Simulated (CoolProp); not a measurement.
A Linde-Hampson liquefier for ethane: isothermal reversible compression at 320 K from 1 atm to 30 MPa, throttling to 1 atm, return gas leaving the recuperator 10 K below the feed. Each further row changes one setting.

Values from CoolProp's reference Helmholtz-energy equation of state, Bücker 2006.

| case | liquid yield per pass | compression work (kJ/kg of gas) |
|---|---|---|
| as stated | 0.453 | 390 |
| as stated | 0.453 | 390 |
| high pressure 60 MPa | 0.424 | 457 |
| warm-end temperature 350 K | 0.377 | 457 |
| warm-end gap 15 K | 0.446 | 390 |
